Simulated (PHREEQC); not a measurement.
A solution holds 1.3 mol CaCl2, 0.0078 mol H3BO3 and 0.00019 mol H4SiO4 per kg of water, at 5 °C. Closed to the air; pH follows from the charge balance.

Equilibrium calculation in PHREEQC: Pitzer model, pitzer.dat.

```json
[
 {"quantity": "pH", "before": "4.58", "after": "5.26"},
 {"quantity": "CaB(OH)4+ (mol/kgw)", "before": "9.46e-6", "after": "4.06e-6"},
 {"quantity": "B(OH)4- (mol/kgw)", "before": "2.35e-6", "after": "2.36e-6"},
 {"quantity": "B3O3(OH)4- (mol/kgw)", "before": "9.27e-9", "after": "7.64e-9"},
 {"quantity": "H3SiO4- (mol/kgw)", "before": "5.93e-9", "after": "6.45e-9"},
 {"quantity": "SI of SiO2(a) (SiO2)", "before": "-0.53", "after": "-0.80"}
]
```

**Question.** What was changed between the two runs?
A. CaCl2 from 1.3 to 0.26 mol/kgw
B. temperature from 5 to 45 °C
C. H3BO3 from 0.0078 to 0.0117 mol/kgw
D. temperature from 5 to 40 °C

**Answer.** A, CaCl2 from 1.3 to 0.26 mol/kgw

This is a speciation only: nothing precipitates in the calculation. In brines, pH and single-ion activities rest on the MacInnes convention. Away from 25 °C the constants follow the database's enthalpies or fits; those with neither stay at their 25 °C values.
